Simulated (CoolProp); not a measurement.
Vapour-liquid equilibrium of dimethyl ether (1) + R236EA (2) at 7.55 °C; x and y are mole fractions of (1).

Values from CoolProp's multi-fluid Helmholtz-energy mixture model, Wu 2011 and Rui 2013; pair parameters Bell 2016.

| x | bubble pressure (bar) | y at the bubble point | dew pressure at overall composition x (bar) | liquid density (mol/L) |
|---|---|---|---|---|
| 0.05 | 1.084 | 0.061 | 1.081 | 9.946 |
| 0.15 | 1.121 | 0.195 | 1.107 | 10.38 |
| 0.25 | 1.185 | 0.345 | 1.141 | 10.84 |
| 0.35 | 1.292 | 0.504 | 1.188 | 11.33 |
| 0.45 | 1.459 | 0.656 | 1.250 | 11.83 |
| 0.55 | 1.702 | 0.784 | 1.334 | 12.36 |
| 0.65 | 2.025 | 0.878 | 1.451 | 12.92 |
| 0.75 | 2.417 | 0.940 | 1.623 | 13.48 |
| 0.85 | 2.846 | 0.976 | 1.905 | 14.07 |
| 0.95 | 3.262 | 0.995 | 2.513 | 14.66 |

No azeotrope shows between x = 0.05 and 0.95.

The pair parameters rest on a limited set of measurements; away from them the model extrapolates.
